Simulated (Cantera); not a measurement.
Standard-state values (1 bar) from the NASA 1993 polynomials, evaluated with Cantera. Values are per mole of reaction as written; species without (g) are pure solids or liquids, kept so even where they would boil at 1 bar.

Task: Between 300 and 2825 K, where is each reaction favourable under standard conditions?
- 3 CuF₂(g) + 2 NH₃(g) = 2 N(g) + 3 Cu + 6 HF(g)

Result: 
- 3 CuF₂(g) + 2 NH₃(g) = 2 N(g) + 3 Cu + 6 HF(g): ΔG° is 124 kJ at 300 K and -742 kJ at 2825 K; it changes sign between 300 and 2150 K. ΔH° is 314 kJ and ΔS° 374 J/K at 2825 K.
